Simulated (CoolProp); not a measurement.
Model: reference Helmholtz-energy equation of state, Lemmon 2003, in CoolProp. It is a pseudo-pure fit of the blend.

Problem. For R407C, give the phase and the Z, isothermal compressibility (1/MPa) at 65.25 °C and 13.9 MPa; 65.25 °C and 18.5 MPa; 65.25 °C and 23.2 MPa.

Solution. 
- 65.25 °C and 13.9 MPa: liquid; Z 0.399, isothermal compressibility 0.00743
- 65.25 °C and 18.5 MPa: liquid; Z 0.516, isothermal compressibility 0.00571
- 65.25 °C and 23.2 MPa: liquid; Z 0.631, isothermal compressibility 0.00465
